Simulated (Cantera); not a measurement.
What does this Cantera script print?

```python
import numpy as np
import cantera as ct

gas_names = """
    Electron H H+ H- HO2 H2 H2+ H2- H2O H2O+ H2O2 H3O+ O O+ O- OH OH+ OH- O2 O2+ O2- O3 P P+ PH PH3 PO
    PO2 P2 P4 P4O10
""".split()
cond_names = """
    H2O(s) H2O(L) P(cr) P(L) P4O10(s)
""".split()


# ... load() reads the species with a 1 bar reference pressure and builds the phases ...
atoms = {
    'PH3': {'P': 1, 'H': 3},
    'O2': {'O': 2},
    'H2O': {'H': 2, 'O': 1},
}
top_T = {'P4O10(s)': 690}  # K; cautious upper limits of use, not melting points


# ... equilibrate(T, P, feed) seeds the gas with the atoms and calls Mixture.equilibrate('TP', solver="vcs", rtol=1e-11, max_steps=5000) ...
results = []
feed = {'PH3': 1, 'O2': 0.19, 'H2O': 0.26}  # mol
P = 27000000  # Pa
for T in [2500, 3000, 3500, 4000, 4500, 5000]:
    mix = equilibrate(T, P, feed)
    results.append((T, P, feed, dict(zip(mix.species_names, mix.species_moles))))

top = {s: max(r[3][s] / sum(r[3][g] for g in gas_names) for r in results) for s in gas_names}
cols = sorted((s for s in top if top[s] > 1e-05), key=lambda s: -top[s])[:6]
seen = [c for c in cond_names if any(r[3].get(c, 0) > 1e-12 for r in results)]
print("log10 of partial pressures in bar; condensed amounts in mol")
print(f"{'T/K':>10s}" + "".join(f"{s[:9]:>10s}" for s in cols + seen))
for T, P, feed, n in results:
    ng = sum(n[g] for g in gas_names)
    print(f"{T:10.4g}" + "".join(f"{np.log10(max(n[s] / ng * P / 1e5, 1e-99)):10.3f}" for s in cols)
          + "".join(f"{n.get(c, 0):10.4g}" for c in seen))
```

Result:

```
log10 of partial pressures in bar; condensed amounts in mol
       T/K        H2         H       H2O        P2        PO         P
      2500     2.166    -0.517     1.777     1.675     0.941    -1.243
      3000     2.186     0.292     1.648     1.634     1.293    -0.389
      3500     2.192     0.867     1.505     1.549     1.475     0.199
      4000     2.173     1.289     1.352     1.441     1.565     0.624
      4500     2.123     1.600     1.185     1.304     1.595     0.933
      5000     2.037     1.827     0.999     1.135     1.582     1.155
```

Method: chemical equilibrium by Gibbs-energy minimisation in Cantera with the NASA 1993 tables (ideal gas, pure condensed phases). The ideal-gas law is rough above about 30 bar. Gases not in the tables: HPO2, HPO3 and P4O6.
